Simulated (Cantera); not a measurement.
Input: 1 mol Al, 2.8 mol N₂O, 43 mol H₂, equilibrated at 1723.15 K and 2.50 mbar.

These are equilibrium values from Cantera (NASA tables, ideal gas, pure condensed phases), not measurements of a reactor. Candidate condensed phases: Al, AlN, Al₂O₃, H₂O; 35 gas species. Kinetics and transport are ignored.

Base state: H₂ 0.907, N₂ 0.0610, H₂O 0.0283, H 0.00348 (mole fractions); condensed: Al₂O₃(s).

### Question
What changes in the equilibrium state with this change: Al replaced by AlCl₃?

### Answer
```json
[
 {"species": "H₂", "before": "0.907", "after": "0.847"},
 {"species": "HCl", "before": "0", "after": "0.0631"},
 {"species": "N₂", "before": "0.0610", "after": "0.0591"},
 {"species": "H₂O", "before": "0.0283", "after": "0.0274"},
 {"species": "Cl", "before": "0", "after": "0.000194"},
 {"species": "H", "before": "0.00348", "after": "0.00336"},
 {"species": "Al₂O₃(s), mol", "before": "0.500", "after": "0.500"}
]
```
Further candidate phases: AlCl₃, NH₄Cl.
